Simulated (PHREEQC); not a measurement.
30 mol of Arcanite (K2SO4) is brought to equilibrium with 1 kg of water holding 0.38 mol HCl, at 25 °C and several pressures. No CO2 enters from the air. The run lets Arcanite, Misenite, Sylvite precipitate or redissolve, and no other solid.

Base run: PHREEQC, Pitzer model, pitzer.dat. Each further column changes one thing. The table gives pH.

```
P (atm)  base  temperature from 25 to 10 °C  temperature from 25 to 20 °C
-------  ----  ----------------------------  ----------------------------
1        1.26                          1.04                          1.18
50       1.25                          1.03                          1.18
100      1.25                          1.03                          1.17
200      1.24                          1.03                          1.17
300      1.24                          1.03                          1.16
400      1.23                          1.02                          1.16
500      1.23                          1.02                          1.16
600      1.22                          1.02                          1.15
800      1.22                          1.03                          1.15
1000     1.21                          1.03                          1.15
```

In brines, pH and single-ion activities rest on the MacInnes convention. At this temperature some constants are extrapolated from 25 °C, and those without enthalpy data are left unchanged.
